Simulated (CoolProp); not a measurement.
The numbers come from the reference Helmholtz-energy equation of state, Schroeder 2014 in CoolProp.

For ethanol, give the phase and the cv (kJ/(kg K)), conductivity (mW/(m K)) at 60.15 °C and 9.99 bar; 170.85 °C and 9.99 bar; 198.45 °C and 9.99 bar.


- 60.15 °C and 9.99 bar: liquid; cv 2.30, conductivity 158
- 170.85 °C and 9.99 bar: gas; cv 1.96, conductivity 33.4
- 198.45 °C and 9.99 bar: gas; cv 1.98, conductivity 36.5

Thermal conductivity comes from a separate model (Assael 2013).
